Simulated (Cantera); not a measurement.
An adiabatic, constant-pressure homogeneous reactor starts with 24.6 % CO, 24.6 % H₂, 10.7 % O₂, 40.1 % N₂, equivalence ratio 2.3, at 1450 K and 86000 Pa.

Model: GRI-Mech 3.0 (53 species, 325 reactions), integrated in Cantera.

One state of this run: T (K) = 2541; x CO = 0.210; x H₂ = 0.0886; x O₂ = 0.00308; x H = 0.0406; x OH = 0.0148; x HO₂ = 1.05e-6; x NO = 0.000129. x: mole fraction; the columns are a selection and need not sum to one.

Problem. Which value of t (s) does it belong to?
A) 0.000486
B) 3.82e-5
C) 0.00618
D) 0.000208

Solution. D, 0.000208
